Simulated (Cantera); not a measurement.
What does this Cantera script print?

```python
import numpy as np
import cantera as ct

gas = ct.Solution("gri30.yaml")
gas.TPX = 1273, 350000, {'CH3OH': 1, 'O2': 2.59, 'N2': 11.1}
reactor = ct.IdealGasConstPressureReactor(gas, energy="on", clone=False)
net = ct.ReactorNet([reactor])
net.rtol, net.atol = 1e-08, 1e-16
show = ['CH3OH', 'O2', 'CH2O', 'HO2', 'C2H2']
times = np.geomspace(2e-06, 0.9, 11)

steps = ct.SolutionArray(gas, extra=["t"])
rows = []
print(f"{'t/s':>10s}{'T/K':>9s}{'P/Pa':>11s}" + "".join(f"{s:>11s}" for s in show))
for t in times:
    while net.time < t:
        t_next = net.step()
        steps.append(gas.state, t=t_next)
    rows.append([np.interp(t, steps.t, y) for y in (steps.T, steps.P, *steps(*show).X.T)])
    print(f"{t:10.3e}{rows[-1][0]:9.1f}{rows[-1][1]:11.4g}" + "".join(f"{x:11.3e}" for x in rows[-1][2:]))
rate = np.gradient(steps.T, steps.t)
print("integrator steps:", len(steps.t))
if steps.T.max() > steps.T[0] + 200:
    print(f"time of steepest temperature rise: {steps.t[rate.argmax()]:.4e} s")
gas.TPX = 1273, 350000, {'CH3OH': 1, 'O2': 2.59, 'N2': 11.1}
gas.equilibrate("HP")
print(f"equilibrium (HP): T = {gas.T:.1f} K  " + "  ".join(f"{s} {gas[s].X[0]:.3e}" for s in show))
```

It prints:

```
       t/s      T/K       P/Pa      CH3OH         O2       CH2O        HO2       C2H2
 2.000e-06   1273.0    3.5e+05  6.807e-02  1.763e-01  1.736e-07  1.243e-07  7.935e-17
 7.351e-06   1273.0    3.5e+05  6.807e-02  1.763e-01  7.160e-07  5.133e-07  2.957e-16
 2.702e-05   1273.0    3.5e+05  6.807e-02  1.763e-01  2.998e-06  2.142e-06  1.099e-15
 9.931e-05   1273.0    3.5e+05  6.806e-02  1.763e-01  1.282e-05  8.419e-06  4.287e-15
 3.650e-04   1273.1    3.5e+05  6.796e-02  1.762e-01  9.178e-05  3.156e-05  1.946e-14
 1.342e-03   2332.2    3.5e+05  9.750e-19  7.141e-02  5.426e-12  7.084e-06  3.636e-23
 4.931e-03   2355.1    3.5e+05  2.872e-19  7.049e-02  2.145e-12  6.531e-06  8.177e-24
 1.813e-02   2349.3    3.5e+05  2.730e-19  6.894e-02  2.055e-12  6.317e-06  7.240e-24
 6.662e-02   2341.5    3.5e+05  2.550e-19  6.687e-02  1.941e-12  6.038e-06  6.098e-24
 2.449e-01   2340.2    3.5e+05  2.521e-19  6.653e-02  1.922e-12  5.991e-06  5.921e-24
 9.000e-01   2340.2    3.5e+05  2.521e-19  6.653e-02  1.922e-12  5.991e-06  5.921e-24
integrator steps: 1909
time of steepest temperature rise: 1.2647e-03 s
equilibrium (HP): T = 2340.2 K  CH3OH 2.618e-19  O2 6.653e-02  CH2O 1.922e-12  HO2 5.991e-06  C2H2 6.937e-24
```

Model: GRI-Mech 3.0 (53 species, 325 reactions), integrated in Cantera. GRI-Mech 3.0 was tuned for natural gas; its chemistry of methanol as a main component is partial and can be far from experiment.
